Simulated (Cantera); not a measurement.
# Thermodynamics of roasting and sulfation, feed FeS + H2S + CO2

Feed: 1 mol FeS, a varied amount of H2S, 0.034 mol CO2, held at 1350 °C and 1 atm.

Cantera equilibrium calculation (NASA polynomials, part measured and part estimated; ideal gas, pure solids and liquids). Candidate condensed phases: C, C6H6, C7H8, C8H18, Fe, Fe(CO)5, FeO, Fe(OH)2, Fe(OH)3, FeS, FeSO4, FeS2, Fe2O3, Fe2(SO4)3, Fe3O4, H2O, H2SO4, S; 127 gas species. FeS: taken at fixed stoichiometry. Equilibrium is a limit: real reactors are often held back by kinetics, nucleation or transport.

| n(H2S) (mol) | log p H2 | log p H2S | log p S2 | log p H2O | log p CO | log p CO2 | log p SH | n FeS(l) |
|---|---|---|---|---|---|---|---|---|
| 0.17 | -0.54 | -0.57 | -0.70 | -0.93 | -0.94 | -1.81 | -2.22 | 1.00 |
| 0.21 | -0.51 | -0.54 | -0.70 | -0.99 | -1.00 | -1.98 | -2.20 | 1.00 |
| 0.26 | -0.49 | -0.52 | -0.70 | -1.07 | -1.08 | -2.14 | -2.19 | 1.00 |
| 0.33 | -0.47 | -0.50 | -0.70 | -1.15 | -1.16 | -2.34 | -2.18 | 1.00 |
| 0.4 | -0.46 | -0.48 | -0.69 | -1.22 | -1.24 | -2.50 | -2.17 | 1.00 |
| 0.5 | -0.44 | -0.47 | -0.69 | -1.31 | -1.32 | -2.68 | -2.16 | 1.00 |
| 0.62 | -0.43 | -0.46 | -0.69 | -1.39 | -1.41 | -2.86 | -2.16 | 1.00 |
| 0.76 | -0.42 | -0.45 | -0.69 | -1.47 | -1.49 | -3.03 | -2.15 | 1.00 |
| 0.94 | -0.42 | -0.44 | -0.69 | -1.56 | -1.58 | -3.21 | -2.15 | 1.00 |
| 1.2 | -0.41 | -0.43 | -0.69 | -1.66 | -1.68 | -3.42 | -2.14 | 1.00 |
| 1.4 | -0.41 | -0.43 | -0.69 | -1.72 | -1.75 | -3.55 | -2.14 | 1.00 |
| 1.8 | -0.40 | -0.43 | -0.69 | -1.82 | -1.85 | -3.77 | -2.14 | 1.00 |
log p: log10 of the partial pressure in bar; n: condensed amount in mol.

From 0.17 mol H2S to 1.8 mol H2S the condensed part is FeS(l). The main Fe-bearing gas is Fe(OH)2 at 0.17 mol H2S and Fe at 1.8 mol H2S.
